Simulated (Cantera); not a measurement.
# Transport properties of process gases

Gas mixture: 49.6 % C2H6, 50.4 % H2, at 0.0263 atm, frozen composition.

Cantera's kinetic-theory transport with the Lennard-Jones parameters of GRI-Mech 3.0, ideal gas; thermal conductivity in the multicomponent form. The composition is frozen, though it would react at the higher temperatures.

```
T (K)  ρ (kg/m³)  cp (J/kg/K)  μ (µPa s)  λ (mW/m/K)     Pr  D (cm²/s) CO2  D (cm²/s) N2  D (cm²/s) NH3
-----  ---------  -----------  ---------  ----------  -----  -------------  ------------  -------------
400       0.0128         2956       13.1        86.6  0.446           12.2          16.0           16.5
600      0.00851         3709       18.2         132  0.511           25.5          32.5           35.5
800      0.00638         4300       22.7         179  0.546           42.3          53.1           60.1
1000     0.00511         4775       26.6         225  0.566           62.3          77.4           89.3
1200     0.00425         5147       30.3         270  0.576           85.1           105            123
1400     0.00365         5442       33.6         314  0.582            111           136            160
1600     0.00319         5676       36.8         357  0.584            138           170            201
```
D: mixture-averaged diffusion coefficient of that species in the mixture.
